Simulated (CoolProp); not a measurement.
Saturation properties of R22.

The numbers come from the reference Helmholtz-energy equation of state, Kamei 1995 in CoolProp.

```csv
T (K),p (MPa),enthalpy of vaporisation (kJ/kg),liquid cp (kJ/(kg K)),vapour viscosity (µPa s),liquid conductivity (mW/(m K))
198.5,0.01507,253.8,1.064,9.07,130
211.8,0.03470,246.1,1.070,9.70,124
225,0.07091,238.3,1.081,10.3,117
238.3,0.1329,230.0,1.098,11.0,111
251.5,0.2301,221.2,1.120,11.6,105
264.8,0.3759,211.6,1.148,12.2,99.3
278,0.5814,201.1,1.183,12.9,93.4
291.3,0.8639,189.3,1.228,13.6,87.6
304.5,1.234,176.2,1.288,14.3,81.7
```

It boils at 232.3 K under 1 atm.

Viscosity comes from a separate model (Bell 2016), an estimate that may be off by 10 % or more. Thermal conductivity comes from a separate model (McLinden 2000), an estimate that may be off by 10 % or more.
